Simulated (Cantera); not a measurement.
**Low-pressure radical oxidation in H2/O2**

An isothermal, constant-pressure homogeneous reactor starts with 6.54 % H2, 93.5 % O2, equivalence ratio 0.035, at 1450 K and 20.0 Torr.

Detailed kinetics in Cantera: the H2/O2 subset of GRI-Mech 3.0, which has no nitrogen chemistry. Radical loss at walls, strong at low pressure, is not modelled. The temperature is held fixed by assumption; the heat of reaction is taken as removed at once.

```json
[
 {"t (s)": "2.00e-6", "x H2": "0.0654", "x O2": "0.935", "x H2O2": "<1e-12", "x OH": "1.14e-9", "x O": "1.15e-9"},
 {"t (s)": "1.11e-5", "x H2": "0.0654", "x O2": "0.935", "x H2O2": "2.26e-11", "x OH": "2.51e-8", "x O": "2.63e-8"},
 {"t (s)": "6.16e-5", "x H2": "0.0654", "x O2": "0.935", "x H2O2": "6.61e-10", "x OH": "5.49e-7", "x O": "6.29e-7"},
 {"t (s)": "0.000342", "x H2": "0.0537", "x O2": "0.925", "x H2O2": "4.78e-8", "x OH": "0.00439", "x O": "0.00560"},
 {"t (s)": "0.00190", "x H2": "0.00130", "x O2": "0.884", "x H2O2": "1.10e-7", "x OH": "0.00809", "x O": "0.0429"},
 {"t (s)": "0.0105", "x H2": "0.000875", "x O2": "0.901", "x H2O2": "1.00e-7", "x OH": "0.00669", "x O": "0.0275"},
 {"t (s)": "0.0585", "x H2": "0.000179", "x O2": "0.926", "x H2O2": "5.44e-8", "x OH": "0.00307", "x O": "0.00532"},
 {"t (s)": "0.325", "x H2": "1.10e-5", "x O2": "0.932", "x H2O2": "1.22e-8", "x OH": "0.000764", "x O": "0.000321"},
 {"t (s)": "1.80", "x H2": "8.75e-7", "x O2": "0.932", "x H2O2": "2.39e-9", "x OH": "0.000216", "x O": "2.56e-5"},
 {"t (s)": "10.0", "x H2": "4.09e-7", "x O2": "0.932", "x H2O2": "1.64e-9", "x OH": "0.000148", "x O": "1.20e-5"}
]
```
x: mole fraction; the columns are a selection and need not sum to one.

Equilibrium at this temperature and pressure: H2 4.09e-7, O2 0.932, H2O2 1.64e-9, OH 0.000148, O 1.20e-5 (gas phase only).
